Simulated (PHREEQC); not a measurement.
HCl is added in steps, without added water, to 1 kg of water holding 15 mmol/kgw Na2SeO4 and 41 mmol/kgw NH3, at 20 °C. O2 is buffered at 0.21 atm. CO2 from the air is kept out. Only these solids could form: Halite.

Base run: PHREEQC, ion-association model, wateq4f.dat. Each further column changes one thing. The table gives pH.

| HCl added (mol) | base | 0.012 mol/kgw HF added | NH3 left out | no solid may form |
|---|---|---|---|---|
| 0 | 11.08 | 9.87 | 7.13 | 11.08 |
| 0.00725 | 10.15 | 9.54 | 2.31 | 10.15 |
| 0.01208 | 9.87 | 9.34 | 2.08 | 9.87 |
| 0.01933 | 9.54 | 8.99 | (withheld) | 9.54 |
| 0.02658 | 9.23 | 8.30 | 1.72 | 9.23 |
| 0.03142 | 8.98 | 3.70 | 1.65 | 8.98 |
| 0.03867 | 8.28 | (withheld) | (withheld) | 8.28 |
| 0.04592 | 2.48 | (withheld) | 1.48 | 2.48 |
| 0.05075 | 2.18 | 2.12 | (withheld) | 2.18 |
| 0.058 | 1.93 | 1.91 | (withheld) | 1.93 |

Question: Complete the blanks.

Answer: 
- 0.01933, NH3 left out: 1.87
- 0.03867, 0.012 mol/kgw HF added: 2.82
- 0.03867, NH3 left out: 1.55
- 0.04592, 0.012 mol/kgw HF added: 2.33
- 0.05075, NH3 left out: 1.43
- 0.058, NH3 left out: 1.37

 wateq4f.dat counts part of the HF as a dimer, H2F2, which phreeqc.dat doesn't know; its constant is uncertain.
